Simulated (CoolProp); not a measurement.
CF4 (R14) along the isotherm 259.1 K: Z from the reference equation and from simpler models built on Tc = 227.4 K, pc = 3762 kPa, ω = 0.178; each cubic takes its own stable root.

The numbers come from the reference Helmholtz-energy equation of state, Platzer 1990 in CoolProp. This equation is an older, rougher fit; its heat capacities, sound speeds and derivatives of the liquid may be far off and weren't checked against measurements.

```csv
p (kPa),phase,reference
2350,gas,0.8507
4700,supercritical,0.6766
7050,supercritical,0.5079
9410,supercritical,0.4811
11800,supercritical,0.5252
14100,supercritical,0.5826
16500,supercritical,0.6469
18800,supercritical,0.7097
```

Problem. How far does each simpler model (Redlich-Kwong, Soave-Redlich-Kwong, Peng-Robinson) lie from the reference over these 8 states: mean and median of the absolute difference, and the worst?

Solution. 
- Redlich-Kwong: mean 2.3 %, median 2.4 %, worst +3.6 % at 259.1 K and 11800 kPa
- Soave-Redlich-Kwong: mean 5.4 %, median 5.8 %, worst +10.1 % at 259.1 K and 9410 kPa
- Peng-Robinson: mean 2.6 %, median 2.3 %, worst -5.6 % at 259.1 K and 18800 kPa
